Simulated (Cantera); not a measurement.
A freely propagating, adiabatic, planar premixed flame of CH₄ : O₂ : N₂ = 1 : 2.86 : 10.7 (molar parts), equivalence ratio 0.70, unburnt at 398 K and 10.0 bar; mixture-averaged transport, grid criteria slope 0.08 and curve 0.16, no radiation.

Detailed kinetics in Cantera: GRI-Mech 3.0 (53 species, 325 reactions). Burning velocities carry a grid error of a few per cent, more on coarse grids.

x: mole fraction of selected species; z is measured from the peak of heat release.

```csv
z (mm),T (K),u (m/s),x CH₄,x O₂,x H₂O,x CO₂,x CH₂CO,x CO
-0.459,399,0.107,0.0686,0.196,0.000236,5.56e-6,<1e-8,1.15e-5
-0.306,410,0.110,0.0680,0.196,0.00172,7.26e-5,(withheld),0.000103
-0.229,447,0.120,0.0659,0.193,0.00672,0.000478,(withheld),0.000487
-0.153,598,0.161,0.0581,0.181,0.0244,0.00296,(withheld),0.00220
-0.0765,1041,0.282,0.0353,0.142,0.0690,0.0150,(withheld),0.00816
-0.0382,1393,0.378,0.0169,0.108,0.101,0.0285,(withheld),0.0133
0,1730,0.468,0.00190,0.0740,0.129,0.0473,(withheld),0.0145
0.0382,1852,0.499,1.74e-5,0.0626,0.135,0.0606,(withheld),0.00631
0.0765,1889,0.507,1.75e-7,0.0604,0.136,0.0652,(withheld),0.00253
0.153,1910,0.512,<1e-8,0.0595,0.137,0.0674,<1e-8,0.000636
0.306,1916,0.514,<1e-8,0.0593,0.137,0.0680,<1e-8,0.000122
0.612,1917,0.514,<1e-8,0.0593,0.137,0.0681,<1e-8,5.90e-5
1.22,1917,0.514,<1e-8,0.0593,0.137,0.0681,<1e-8,5.71e-5
```

**Question.** Fill in the missing entries.

**Answer.** 
- -0.306, x CH₂CO: 1.32e-7
- -0.229, x CH₂CO: 1.08e-6
- -0.153, x CH₂CO: 8.08e-6
- -0.0765, x CH₂CO: 4.94e-5
- -0.0382, x CH₂CO: 9.97e-5
- 0, x CH₂CO: 7.12e-5
- 0.0382, x CH₂CO: 1.72e-6
- 0.0765, x CH₂CO: 2.24e-8
